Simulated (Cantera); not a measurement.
## Transport properties of process gases

Gas mixture: NO : CO2 = 0.75 : 0.43 (molar parts), at 10.0 bar, frozen composition.

Cantera's kinetic-theory transport with the Lennard-Jones parameters of GRI-Mech 3.0, ideal gas; thermal conductivity in the mixture-averaged form. The composition is frozen, though it would react at the higher temperatures.

```
T (K)  ρ (kg/m³)  cp (J/kg/K)  μ (µPa s)  λ (mW/m/K)     Pr  D (cm²/s) H  D (cm²/s) NO  D (cm²/s) CH4
-----  ---------  -----------  ---------  ----------  -----  -----------  ------------  -------------
400         10.6        970.9       21.7        29.6  0.711        0.191        0.0264         0.0342
600         7.04         1057       29.5        43.6  0.716        0.390        0.0540         0.0695
800         5.28         1127       36.2        56.7  0.721        0.638        0.0885          0.114
1000        4.22         1179       42.2        68.8  0.724        0.930         0.129          0.166
1200        3.52         1214       47.8        80.2  0.723         1.26         0.175          0.225
1400        3.02         1241       52.9        90.8  0.723         1.64         0.227          0.292
```
D: mixture-averaged diffusion coefficient of that species in the mixture.
